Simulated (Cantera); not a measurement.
A perfectly stirred reactor is fed with 50.0 % NH₃, 50.0 % H₂, at 0.0345 atm; it is held at 2375 K, and followed from long to short residence time.

Model: the gas-phase N/H chemistry of the illustrative SiF4/NH3 mechanism in the Surface Chemkin manual (1991), integrated in Cantera. Walls and surfaces, which speed up NH3 decomposition in real reactors, are not modelled.

x: mole fraction; the columns are a selection and need not sum to one.

```
τ (s)       x NH₃   x H₂  x NH₂       x H      x N     x N₂
-------  --------  -----  -----  --------  -------  -------
2.5      0.000334  0.802    [?]    0.0335  6.01e-5    0.164
0.61       0.0142  0.818    [?]   0.00635  1.61e-5    0.161
0.15       0.0703  0.783    [?]   0.00337  1.29e-5    0.143
0.037       0.204  0.694    [?]   0.00211  1.20e-5   0.0974
0.0090      0.372  0.582    [?]   0.00146  1.07e-5   0.0413
0.0022      0.463  0.522    [?]   0.00116  8.84e-6   0.0108
0.00054     0.492  0.503    [?]  0.000866  4.51e-6  0.00142
```

**Question.** Complete the blanks.

**Answer.** 
- 2.5, x NH₂: 4.46e-5
- 0.61, x NH₂: 0.000353
- 0.15, x NH₂: 0.000970
- 0.037, x NH₂: 0.00199
- 0.0090, x NH₂: 0.00297
- 0.0022, x NH₂: 0.00329
- 0.00054, x NH₂: 0.00270
